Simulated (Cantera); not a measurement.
A perfectly stirred reactor is fed with N2O : N2 = 1 : 0.87 (molar parts), at 1.10 bar; it is held at 1550 K, and followed from long to short residence time.

Computed with Cantera and GRI-Mech 3.0 (53 species, 325 reactions). GRI-Mech 3.0 was tuned for natural gas; its chemistry of N2O as a main component is partial and can be far from experiment. The temperature is held fixed by assumption; the heat of reaction is taken as removed at once.

### Question
What does this change do: N2 0.87 to 1.3 parts?

### Answer
```tsv
quantity	before	after
x(N2O) at τ = 9.40 s	0.000781	0.000662
x(O) at τ = 9.40 s	8.61e-6	8.52e-6
x(NO2) at τ = 9.40 s	9.27e-5	7.51e-5
x(N2) at τ = 9.40 s	0.780	0.814
x(O2) at τ = 9.40 s	0.202	0.171
x(N2O) at τ = 33.0 ms	0.115	0.0966
x(O) at τ = 33.0 ms	6.90e-5	6.90e-5
x(NO2) at τ = 33.0 ms	0.000452	0.000378
x(N2) at τ = 33.0 ms	0.684	0.735
x(O2) at τ = 33.0 ms	0.130	0.109
```
